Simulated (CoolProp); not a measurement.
Vapour pressure (MPa) of toluene: the reference equation beside estimates from Tc = 591.7 K, pc = 4.126 MPa, ω = 0.266. Clausius-Clapeyron is anchored at 422.6 K with a constant enthalpy of vaporisation of 30.73 kJ/mol.

Computed with CoolProp (reference Helmholtz-energy equation of state, Lemmon 2006). It is a short technical equation, of lower accuracy than the large ones.

| T (K) | reference | Clausius-Clapeyron | Redlich-Kwong | Peng-Robinson |
|---|---|---|---|---|
| 419 | 0.2504 | 0.2523 | 0.3972 | 0.2494 |
| 422.6 | 0.2719 | 0.2719 | 0.4263 | 0.2710 |
| 426.2 | 0.2949 | 0.2928 | 0.4568 | 0.2940 |
| 429.8 | 0.3194 | 0.3149 | 0.4890 | 0.3184 |
| 433.4 | 0.3453 | 0.3382 | 0.5227 | 0.3444 |
| 437 | 0.3728 | 0.3628 | 0.5580 | 0.3719 |
| 440.6 | 0.4019 | 0.3887 | 0.5950 | 0.4011 |
| 444.2 | 0.4328 | 0.4161 | 0.6336 | 0.4321 |
| 447.8 | 0.4654 | 0.4448 | 0.6740 | 0.4648 |
| 451.4 | 0.4998 | 0.4751 | 0.7162 | 0.4994 |

Absolute difference from the reference over all 10 rows, mean and median: Clausius-Clapeyron 2.4 and 2.4 %, Redlich-Kwong 50.7 and 50.5 %, Peng-Robinson 0.2 and 0.3 %.
